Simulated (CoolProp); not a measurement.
Hydrogen chloride along the isobar 964 kPa: fugacity coefficient from the reference equation and from simpler models built on Tc = 51.5 °C, pc = 8314 kPa, ω = 0.130; each cubic takes its own stable root.

Values from CoolProp's reference Helmholtz-energy equation of state, Thol 2018.

| T (°C) | phase | reference | van der Waals | Redlich-Kwong | Soave-Redlich-Kwong | Peng-Robinson |
|---|---|---|---|---|---|---|
| -100.75 | liquid | 0.03938 | 0.3451 | 0.04370 | 0.03664 | 0.03848 |
| -85.05 | liquid | 0.1034 | 0.5723 | 0.1207 | 0.09975 | 0.1024 |
| -69.35 | liquid | 0.2285 | 0.8736 | 0.2723 | 0.2266 | 0.2289 |
| -53.65 | liquid | 0.4412 | 0.9144 | 0.5265 | 0.4467 | 0.4462 |
| -37.95 | liquid | 0.7658 | 0.9269 | 0.9035 | 0.7869 | 0.7798 |
| -22.25 | gas | 0.9010 | 0.9369 | 0.9191 | 0.9163 | 0.9113 |
| -6.55 | gas | 0.9193 | 0.9452 | 0.9316 | 0.9295 | 0.9246 |
| 9.15 | gas | 0.9331 | 0.9521 | 0.9417 | 0.9402 | 0.9355 |
| 24.85 | gas | 0.9438 | 0.9578 | 0.9499 | 0.9491 | 0.9445 |
| 40.65 | gas | 0.9522 | 0.9627 | 0.9567 | 0.9564 | 0.9520 |
| 56.35 | gas | 0.9590 | 0.9669 | 0.9624 | 0.9625 | 0.9583 |
| 72.05 | gas | 0.9644 | 0.9704 | 0.9672 | 0.9677 | 0.9636 |
| 87.75 | gas | 0.9690 | 0.9735 | 0.9712 | 0.9720 | 0.9682 |

At some of these states van der Waals, Redlich-Kwong gives the other phase, because its saturation line lies elsewhere.
